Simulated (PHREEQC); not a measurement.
Model water analysis in mg/kgw, 20 °C, pH 2.28, pe 10.3: Na 52; K 4.56; Ca 97.2; Mg 5.89; Cl 47.6; S(6) as SO4 835; F 0.435; Zn 0.14.

Na is adjusted to close the charge balance.
Valence states are taken as typed.

Equilibrium calculation in PHREEQC: ion-association model, phreeqc.dat.

```json
[
 {"quantity": "ionic strength (mol/kgw)", "before": "0.0235", "after": "0.0892"},
 {"quantity": "HSO4- (mol/kgw)", "before": "0.00182", "after": "0.00531"},
 {"quantity": "Ca+2 (mol/kgw)", "before": "0.00180", "after": "0.00589"},
 {"quantity": "CaSO4 (mol/kgw)", "before": "0.000600", "after": "0.00367"},
 {"quantity": "Mg+2 (mol/kgw)", "before": "0.000172", "after": "0.000546"},
 {"quantity": "SI of Gypsum (CaSO4:2H2O)", "before": "-0.87", "after": "-0.08"},
 {"quantity": "SI of Fluorite (CaF2)", "before": "-3.45", "after": "-1.88"}
]
```

Q: Name the change that produced these shifts.
(A) all concentrations times 4 at the same typed pH
(B) Mg from 5.89 to 2.94 mg/kgw
(C) Mg from 5.89 to 17.7 mg/kgw

A: A, all concentrations times 4 at the same typed pH

Precipitation was switched off in this run.
